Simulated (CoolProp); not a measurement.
Ethylene at several states: fugacity coefficient from the reference equation and from simpler models built on Tc = 9.2 °C, pc = 5.042 MPa, ω = 0.087; each cubic takes its own stable root.

The numbers come from the reference Helmholtz-energy equation of state, Smukala 2000 in CoolProp.

```tsv
T (°C)	p (MPa)	phase	reference
-145.75	3.01	liquid	0.001252
126.45	0.325	gas	0.9930
-43.05	0.0215	gas	0.9973
-163.65	0.0831	liquid	0.003703
71.15	0.379	gas	0.9865
```

Q: How far does each simpler model (van der Waals, Soave-Redlich-Kwong, Peng-Robinson) lie from the reference over these 5 states: mean and median of the absolute difference, and the worst?

A: 
- van der Waals: mean 1680.6 %, median 0.1 %, worst +6383.9 % at -163.65 °C and 0.0831 MPa
- Soave-Redlich-Kwong: mean 0.2 %, median 0.0 %, worst -0.6 % at -145.75 °C and 3.01 MPa
- Peng-Robinson: mean 6.2 %, median 0.2 %, worst +21.1 % at -163.65 °C and 0.0831 MPa
